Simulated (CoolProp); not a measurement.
Vapour-liquid equilibrium of isopentane (1) + R365MFC (2) at 118.55 °C; x and y are mole fractions of (1).

Model: multi-fluid Helmholtz-energy mixture model, Lemmon 2006 and Lemmon 2016; pair parameters Bell 2016, in CoolProp.

```
x     bubble pressure, mixture model (MPa)  bubble pressure, Raoult's law (MPa)  y, mixture model  y, Raoult's law
----  ------------------------------------  -----------------------------------  ----------------  ---------------
0.05                                0.9714                               0.9053             0.103            0.058
0.2                                  1.137                               0.9292             0.310            0.227
0.35                                 1.233                               0.9530             0.440            0.388
0.5                                  1.280                               0.9768             0.538            0.541
0.65                                 1.285                                1.001             0.630            0.686
0.8                                  1.244                                1.024             0.738            0.825
0.95                                 1.125                                1.048             0.910            0.957
```

The largest gap from Raoult's law is +31.0 % in bubble pressure, at x = 0.5. y crosses x between x = 0.5 and 0.65: the model has an azeotrope there.

The pair parameters rest on a limited set of measurements; away from them the model extrapolates.
